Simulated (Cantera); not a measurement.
Charge: 1 mol PbO, 1.8 mol C, 7.1 mol H2, equilibrated at 16.0 Pa.

These are equilibrium values from Cantera (NASA tables, ideal gas, pure condensed phases), not measurements of a reactor. Candidate condensed phases: C, C6H6, C7H8, C8H18, H2O, Pb, PbO, PbO2, Pb3O4; 113 gas species. Equilibrium is a limit: real reactors are often held back by kinetics, nucleation or transport.

x: gas mole fraction; n: condensed amount in mol.

```json
[
 {"T (°C)": "2125", "x H": "0.607", "x H2": "0.237", "x Pb": "0.0764", "x CO": "0.0764", "x C3": "0.000593", "n C(graphite)": "0.723"},
 {"T (°C)": "2150", "x H": "0.639", "x H2": "…", "x Pb": "0.0746", "x CO": "0.0746", "x C3": "…", "n C(graphite)": "0.705"},
 {"T (°C)": "2175", "x H": "0.669", "x H2": "…", "x Pb": "0.0729", "x CO": "0.0729", "x C3": "…", "n C(graphite)": "0.680"},
 {"T (°C)": "2200", "x H": "0.696", "x H2": "0.156", "x Pb": "0.0713", "x CO": "0.0713", "x C3": "0.00203", "n C(graphite)": "0.643"},
 {"T (°C)": "2225", "x H": "0.720", "x H2": "0.134", "x Pb": "0.0698", "x CO": "0.0698", "x C3": "0.00301", "n C(graphite)": "0.590"},
 {"T (°C)": "2250", "x H": "0.741", "x H2": "0.114", "x Pb": "0.0684", "x CO": "0.0684", "x C3": "0.00443", "n C(graphite)": "0.512"},
 {"T (°C)": "2275", "x H": "0.758", "x H2": "0.0962", "x Pb": "0.0672", "x CO": "0.0672", "x C3": "0.00646", "n C(graphite)": "0.400"},
 {"T (°C)": "2300", "x H": "0.772", "x H2": "0.0808", "x Pb": "0.0660", "x CO": "0.0660", "x C3": "0.00936", "n C(graphite)": "0.238"},
 {"T (°C)": "2325", "x H": "0.782", "x H2": "0.0675", "x Pb": "0.0648", "x CO": "0.0648", "x C3": "0.0134", "n C(graphite)": "0.00624"},
 {"T (°C)": "2350", "x H": "0.794", "x H2": "0.0568", "x Pb": "0.0641", "x CO": "0.0641", "x C3": "0.0133", "n C(graphite)": "0"},
 {"T (°C)": "2375", "x H": "0.804", "x H2": "0.0478", "x Pb": "0.0635", "x CO": "0.0635", "x C3": "0.0129", "n C(graphite)": "0"}
]
```

Task: What belongs in the gaps?

Result: 
- 2175, x H2: 0.181
- 2175, x C3: 0.00136
- 2150, x H2: 0.208
- 2150, x C3: 0.000901
